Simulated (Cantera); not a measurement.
An isothermal, constant-pressure homogeneous reactor starts with 25.0 % N2O, 75.0 % O2, at 1075 K and 0.220 bar.

Model: GRI-Mech 3.0 (53 species, 325 reactions), integrated in Cantera. GRI-Mech 3.0 was tuned for natural gas; its chemistry of N2O as a main component is partial and can be far from experiment. The mechanism lacks the step 2 NO + O2 → 2 NO2, which can matter for NO2 below about 1400 K. The temperature is held fixed by assumption; the heat of reaction is taken as removed at once.

x: mole fraction; the columns are a selection and need not sum to one.

```
t (s)      x N2O   x O2      x NO     x NO2      x O
--------  ------  -----  --------  --------  -------
9.00e-5    0.250  0.750   2.84e-9    <1e-12  8.27e-8
0.000287   0.250  0.750   2.10e-8    <1e-12  1.65e-7
0.000916   0.250  0.750   1.06e-7    <1e-12  2.02e-7
0.00292    0.250  0.750   3.92e-7  4.14e-12  2.03e-7
0.00932    0.250  0.750         ?  4.57e-11  2.03e-7
0.0297     0.250  0.750   4.21e-6  4.71e-10  2.03e-7
0.0949     0.250  0.750   1.35e-5   4.60e-9  2.03e-7
0.303      0.249  0.750         ?         ?  2.03e-7
0.965      0.247  0.750  0.000136   2.81e-7  2.03e-7
3.08       0.242  0.751  0.000429   1.29e-6  2.02e-7
9.83       0.225  0.752   0.00131   4.41e-6  2.00e-7
31.3       0.181  0.756   0.00364   1.28e-5  1.92e-7
100       0.0946  0.763   0.00796   2.87e-5  1.63e-7
```

### Question
What belongs in the gaps?

### Answer

- 0.00932, x NO: 1.30e-6
- 0.303, x NO: 4.30e-5
- 0.303, x NO2: 4.07e-8
